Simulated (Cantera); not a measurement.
A freely propagating, adiabatic, planar premixed flame of 31.6 % H2, 14.4 % O2, 54.0 % N2, unburnt at 350 K and 0.385 atm; mixture-averaged transport, grid criteria slope 0.08 and curve 0.16, no radiation.

Detailed kinetics in Cantera: the H2/O2 subset of GRI-Mech 3.0, which has no nitrogen chemistry. Burning velocities carry a grid error of a few per cent, more on coarse grids.

x: mole fraction of selected species; z is measured from the peak of heat release.

```
z (mm)  T (K)  u (m/s)    x H2     x O2   x H2O2       x HO2    x H2O       x O
------  -----  -------  ------  -------  -------  ----------  -------  --------
-3.88     350     3.04   0.316    0.144    <1e-8       <1e-8    <1e-8     <1e-8
-2.59     350     3.04   0.316    0.144    <1e-8       <1e-8    <1e-8     <1e-8
-1.94     350     3.04   0.316    0.144    <1e-8       <1e-8    <1e-8     <1e-8
-1.29     350     3.04   0.316    0.144    <1e-8       <1e-8    <1e-8     <1e-8
-0.646    354     3.07   0.314    0.144  1.45e-6  (withheld)  5.44e-5   4.02e-7
-0.323    591     4.98   0.281    0.141  6.28e-5  (withheld)   0.0163  0.000126
0        1082     8.80   0.173    0.103  2.75e-6  (withheld)    0.103   0.00413
0.323    1403     11.3  0.0767   0.0417  1.95e-6  (withheld)    0.214    0.0102
0.646    1546     12.3  0.0571   0.0250  1.36e-6  (withheld)    0.243    0.0107
1.29     1695     13.4  0.0560   0.0199  7.43e-7  (withheld)    0.254   0.00970
2.59     1850     14.5  0.0560   0.0165  3.80e-7  (withheld)    0.265   0.00788
5.17     2002     15.5  0.0539   0.0129  2.04e-7  (withheld)    0.277   0.00576
10.3     2140     16.4  0.0501  0.00935  1.24e-7  (withheld)    0.290   0.00377
```

### Question
Fill in the missing entries.

### Answer

- -0.646, x HO2: 2.83e-5
- -0.323, x HO2: 0.000167
- 0, x HO2: 4.77e-5
- 0.323, x HO2: 1.68e-5
- 0.646, x HO2: 9.01e-6
- 1.29, x HO2: 6.09e-6
- 2.59, x HO2: 4.26e-6
- 5.17, x HO2: 2.85e-6
- 10.3, x HO2: 1.86e-6
